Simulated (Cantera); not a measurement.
Input (Python, Cantera) and output of one run.

```python
import numpy as np
import cantera as ct

gas_names = [...]  # 110 gases of nasa_gas.yaml made of C, H, O
cond_names = """
    C(gr) C6H6(L) C7H8(L) C8H18(L),n-octa H2O(s) H2O(L)
""".split()


# ... load() reads the species with a 1 bar reference pressure and builds the phases ...
atoms = {
    'n-butane': {'C': 4, 'H': 10},
    'H2O': {'H': 2, 'O': 1},
}
top_T = {'C(gr)': 4500}  # K; cautious upper limits of use, not melting points


# ... equilibrate(T, P, feed) seeds the gas with the atoms and calls Mixture.equilibrate('TP', solver="vcs", rtol=1e-11, max_steps=5000) ...
results = []
feed = {'n-butane': 1, 'H2O': 0.13}  # mol
T = 1350  # K
P = 1000  # Pa
mix = equilibrate(T, P, feed)
results.append((T, P, feed, dict(zip(mix.species_names, mix.species_moles))))
x = sorted(zip(gas.X, gas.species_names), reverse=True)
print(f"T = {T:g} K  P = {P:g} Pa  gas = {mix.phase_moles(0):.4g} mol")
print("   x: " + "  ".join(f"{s} {v:.3e}" for v, s in x if v > 0.0001))
print("   condensed (mol): " + ("  ".join(f"{mix.phase(i).name} {mix.phase_moles(i):.4g}"
      for i in range(1, mix.n_phases) if mix.phase_moles(i) > 1e-12) or "none"))
```

Output:

```
T = 1350 K  P = 1000 Pa  gas = 5.26 mol
   x: H2 9.752e-01  CO 2.471e-02
   condensed (mol): C(gr) 3.87
```

Equilibrium computed with Cantera from the NASA thermochemical tables; the gas is ideal and each condensed phase is pure.
